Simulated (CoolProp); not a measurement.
A closed Brayton cycle with nitrogen: compressor inlet 331.15 K and 3.4 MPa, high pressure 10.6 MPa, turbine inlet 640 K, compressor efficiency 0.89, turbine efficiency 0.85, recuperator effectiveness 0.95 (on enthalpy, no pinch check). Each further row changes one setting.

The numbers come from the reference Helmholtz-energy equation of state, Span 2000 in CoolProp.

```tsv
case	thermal efficiency (%)	net work (kJ/kg)	compressor to turbine work	compressor exit (K)	turbine exit (K)
as stated	5.9	9.76	0.94	475.2	491.6
turbine inlet 590 K	-2.5	-3.16	1.0	475.2	452.0
compressor inlet 341.15 K	3.1	5.03	0.97	489.3	491.6
high pressure 9.01 MPa	10.0	14.7	0.90	451.7	510.3
recuperator effectiveness 0.5	5.6	9.76	0.94	475.2	491.6
```
